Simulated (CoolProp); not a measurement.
The fluoroketone C6F12O (FK-5-1-12) along the isotherm 224.85 °C: Z from the reference equation and from simpler models built on Tc = 168.7 °C, pc = 1869 kPa, ω = 0.471; each cubic takes its own stable root.

Values from CoolProp's reference Helmholtz-energy equation of state, McLinden 2015.

```
p (kPa)          phase  reference
-------  -------------  ---------
59.1               gas     0.9929
86.8               gas     0.9896
127                gas     0.9847
187                gas     0.9775
274                gas     0.9670
403                gas     0.9512
591                gas     0.9280
868                gas     0.8930
1270               gas     0.8400
1870     supercritical     0.7551
2740     supercritical     0.6240
4030     supercritical     0.4917
5910     supercritical     0.5273
8680     supercritical     0.6652
12700    supercritical     0.8801
18700    supercritical      1.195
```

### Question
How far does each simpler model (van der Waals, Redlich-Kwong, Soave-Redlich-Kwong, Peng-Robinson) lie from the reference over these 16 states: mean and median of the absolute difference, and the worst?

### Answer
- van der Waals: mean 7.3 %, median 0.4 %, worst +27.2 % at 224.85 °C and 18700 kPa
- Redlich-Kwong: mean 1.9 %, median 1.0 %, worst -9.9 % at 224.85 °C and 2740 kPa
- Soave-Redlich-Kwong: mean 3.4 %, median 0.7 %, worst +14.2 % at 224.85 °C and 4030 kPa
- Peng-Robinson: mean 1.8 %, median 0.6 %, worst -6.9 % at 224.85 °C and 18700 kPa
